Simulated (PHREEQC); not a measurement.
Model water analysis in mg/L, 20 °C, pH 2.99, pe 10.6:

| constituent | mg/L |
|---|---|
| Na | 87.5 |
| K | 271 |
| Ca | 288 |
| Mg | 103 |
| Cl | 417 |
| S(6) as SO4 | 1200 |
| Fe(3) | 17.8 |
| O(0) (dissolved oxygen) | 8.32 |
| Li | 0.0651 |

Valence states are taken as typed.

Equilibrium calculation in PHREEQC: ion-association model, phreeqc.dat.

Each row changes one thing in this solution. This is a speciation only: nothing precipitates in the calculation.

```
case                                               ionic strength (mol/kgw)  MgSO4 (mol/kgw)  HSO4- (mol/kgw)  FeSO4+ (mol/kgw)  KSO4- (mol/kgw)  FeOH+2 (mol/kgw)  SI of Gypsum (CaSO4:2H2O)  SI of Jarosite-K (KFe3(SO4)2(OH)6)
-------------------------------------------------  ------------------------  ---------------  ---------------  ----------------  ---------------  ----------------  -------------------------  ----------------------------------
as made                                                              0.0463          0.00123         0.000438          0.000224         0.000173           4.60e-5                      -0.39                               +3.73
temperature from 20 to 35 °C at the same typed pH                    0.0448          0.00152         0.000574          0.000193         0.000209           7.33e-5                      -0.42                               +4.27
O(0) from 8.32 to 16.6 mg/L                                          0.0463          0.00123         0.000438          0.000224         0.000173           4.60e-5                      -0.39                               +3.73
```

Species that the database lacks are ignored. Some of these states are supersaturated (in Jarosite-K, Hematite (slow to form), for instance).
